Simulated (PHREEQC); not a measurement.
Consider water at 30 °C with 120 mmol/kgw Na2S and 0.45 mmol/kgw NaOH. Closed to the air; pH follows from the charge balance.

Model: ion-association model, phreeqc.dat, run in PHREEQC.

This is a speciation only: nothing precipitates in the calculation.

Q: Predict the pH, ionic strength, activity of water.

A: pH 12.41; ionic strength 0.305 mol/kgw; activity of water 0.993.

Complexes and solids missing from the database can't appear. With this much S-2 the pH rests on the database's HS-/S-2 constant; if that pK is higher, the solution is more alkaline. The database's pK near 12.9 for HS-/S-2 is now thought far too low, so its S-2 is overstated.
